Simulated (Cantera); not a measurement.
Feed: 1 mol CH₃SiH₃, 0.27 mol C₂H₄, 4.9 mol H₂, equilibrated at 977 °C and 150 Pa.

Cantera equilibrium calculation (NASA polynomials, part measured and part estimated; ideal gas, pure solids and liquids). Candidate condensed phases: C, C₆H₆, C₇H₈, C₈H₁₈, Si, SiC; 87 gas species. The feed counts by its element totals alone. Kinetics and transport are ignored.

Base state: H₂ 1.000, CH₄ 1.65e-5, H 1.25e-5 (mole fractions); condensed: C(graphite) + SiC(s).

Problem. What changes in the equilibrium state with this change: CH₃SiH₃ replaced by (CH₃)₂SiCl₂?

Solution. 
```tsv
species	before	after
H₂	1.000	0.789
HCl	0	0.211
SiCl₂	0	0.000320
SiCl₄	0	5.88e-5
SiCl₃	0	5.13e-5
CH₄	1.65e-5	1.03e-5
H	1.25e-5	1.11e-5
C(graphite), mol	0.540	1.54
SiC(s), mol	1.00	0.996
```
The tables' values for SiCl₃ are old estimates; treat these amounts as uncertain.
